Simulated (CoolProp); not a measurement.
Computed with CoolProp (reference Helmholtz-energy equation of state, Kamei 1995).

### Question
Give the vapour pressure (MPa), vapour density (kg/m³), liquid cp (kJ/(kg K)) of saturated R22 at 15.25, 18.15, 45.15 °C.

### Answer
```tsv
T (°C)	p (MPa)	vapour density (kg/m³)	liquid cp (kJ/(kg K))
15.25	0.795	33.6	1.22
18.15	0.864	36.5	1.23
45.15	1.74	75.8	1.38
```
